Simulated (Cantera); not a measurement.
A closed system holds: 1 mol Al₂O₃, 1.7 mol SiCl₄, 0.19 mol O₂, held at 1273 K and 24.0 mbar.

These are equilibrium values from Cantera (NASA tables, ideal gas, pure condensed phases), not measurements of a reactor. Candidate condensed phases: Al, AlCl₃, Al₂O₃, Al₂SiO₅, Al₆Si₂O₁₃, Si, SiO₂; 26 gas species. Mutual solubility and eutectic melting of coexisting phases are not modelled. The tables hold silica as quartz up to 1696 K and as liquid above; real silica turns to tridymite and cristobalite and melts near 1996 K. Condensed phases not in the tables: alloys, solid solutions and most ternary compounds. The numbers say what is thermodynamically allowed, not how fast it happens.

Base state: AlCl₃ 0.808, Cl₂ 0.146, Cl 0.0239, SiCl₄ 0.0223, Al₂Cl₆ 8.45e-5 (mole fractions); condensed: Al₆Si₂O₁₃(mullite) + SiO₂(β-quartz).

Question: What changes in the equilibrium state with this change: temperature from 1273 K to 1848 K?

Answer: 
| species | before | after |
|---|---|---|
| AlCl₃ | 0.808 | 0.725 |
| Cl | 0.0239 | 0.259 |
| Cl₂ | 0.146 | 0.0104 |
| SiCl₄ | 0.0223 | 0.00320 |
| SiO | <1e-9 | 0.000130 |
| AlOCl | <1e-9 | 5.49e-5 |
| SiCl₂ | <1e-9 | 5.41e-5 |
| AlCl₂ | 9.99e-8 | 0.00213 |
| AlCl | <1e-9 | 1.71e-5 |
| Al₆Si₂O₁₃(mullite), mol | 0.00969 | 0 |
| SiO₂(β-quartz), mol | 1.63 | 0 |
| SiO₂(condensed), mol | 0 | 1.69 |
The tables' values for AlCl₂, SiCl₃ are old estimates; treat these amounts as uncertain.

Question: What changes in the equilibrium state with this change: O₂ from 0.19 to 0.33 mol?

Answer: 
```csv
species,before,after
AlCl₃,0.808,0.703
Cl₂,0.146,0.247
Cl,0.0239,0.0311
SiCl₄,0.0223,0.0185
Al₂Cl₆,8.45e-5,6.40e-5
"Al₆Si₂O₁₃(mullite), mol",0.00969,0.0392
"SiO₂(β-quartz), mol",1.63,1.58
```

Question: What changes in the equilibrium state with this change: Al₂O₃ replaced by TiO₂?

Answer: 
| species | before | after |
|---|---|---|
| TiCl₄ | 0 | 0.522 |
| SiCl₄ | 0.0223 | 0.266 |
| Cl₂ | 0.146 | 0.185 |
| AlCl₃ | 0.808 | 0 |
| Cl | 0.0239 | 0.0269 |
| Al₂Cl₆ | 8.45e-5 | 0 |
| TiCl₃ | 0 | 2.61e-5 |
| Al₆Si₂O₁₃(mullite), mol | 0.00969 | 0 |
| SiO₂(β-quartz), mol | 1.63 | 1.19 |
Further candidate phases: Ti, TiCl₂, TiCl₃, TiCl₄, TiO, TiO₂, Ti₂O₃, Ti₃O₅, Ti₄O₇.
